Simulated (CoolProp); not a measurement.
Ethylbenzene along the isobar 1260 kPa: Z from the reference equation and from simpler models built on Tc = 344.0 °C, pc = 3622 kPa, ω = 0.304; each cubic takes its own stable root.

Computed with CoolProp (reference Helmholtz-energy equation of state, Zhou 2012).

```json
[
 {"T (°C)": "-37.05", "phase": "liquid", "reference": "0.07430", "van der Waals": "0.1303", "Soave-Redlich-Kwong": "0.08630", "Peng-Robinson": "0.07701"},
 {"T (°C)": "-27.45", "phase": "liquid", "reference": "0.07205", "van der Waals": "0.1261", "Soave-Redlich-Kwong": "0.08342", "Peng-Robinson": "0.07441"},
 {"T (°C)": "-17.95", "phase": "liquid", "reference": "0.07001", "van der Waals": "0.1223", "Soave-Redlich-Kwong": "0.08081", "Peng-Robinson": "0.07205"},
 {"T (°C)": "-8.45", "phase": "liquid", "reference": "0.06811", "van der Waals": "0.1187", "Soave-Redlich-Kwong": "0.07841", "Peng-Robinson": "0.06988"},
 {"T (°C)": "1.05", "phase": "liquid", "reference": "0.06636", "van der Waals": "0.1155", "Soave-Redlich-Kwong": "0.07619", "Peng-Robinson": "0.06788"},
 {"T (°C)": "10.65", "phase": "liquid", "reference": "0.06473", "van der Waals": "0.1124", "Soave-Redlich-Kwong": "0.07413", "Peng-Robinson": "0.06601"},
 {"T (°C)": "20.15", "phase": "liquid", "reference": "0.06322", "van der Waals": "0.1097", "Soave-Redlich-Kwong": "0.07224", "Peng-Robinson": "0.06430"},
 {"T (°C)": "29.65", "phase": "liquid", "reference": "0.06183", "van der Waals": "0.1071", "Soave-Redlich-Kwong": "0.07049", "Peng-Robinson": "0.06272"},
 {"T (°C)": "39.15", "phase": "liquid", "reference": "0.06053", "van der Waals": "0.1047", "Soave-Redlich-Kwong": "0.06888", "Peng-Robinson": "0.06126"},
 {"T (°C)": "48.75", "phase": "liquid", "reference": "0.05931", "van der Waals": "0.1024", "Soave-Redlich-Kwong": "0.06737", "Peng-Robinson": "0.05989"},
 {"T (°C)": "58.25", "phase": "liquid", "reference": "0.05819", "van der Waals": "0.1004", "Soave-Redlich-Kwong": "0.06599", "Peng-Robinson": "0.05864"},
 {"T (°C)": "67.75", "phase": "liquid", "reference": "0.05715", "van der Waals": "0.09848", "Soave-Redlich-Kwong": "0.06472", "Peng-Robinson": "0.05748"},
 {"T (°C)": "77.25", "phase": "liquid", "reference": "0.05618", "van der Waals": "0.09671", "Soave-Redlich-Kwong": "0.06355", "Peng-Robinson": "0.05641"},
 {"T (°C)": "86.85", "phase": "liquid", "reference": "0.05527", "van der Waals": "0.09506", "Soave-Redlich-Kwong": "0.06246", "Peng-Robinson": "0.05541"},
 {"T (°C)": "96.35", "phase": "liquid", "reference": "0.05443", "van der Waals": "0.09355", "Soave-Redlich-Kwong": "0.06146", "Peng-Robinson": "0.05450"}
]
```
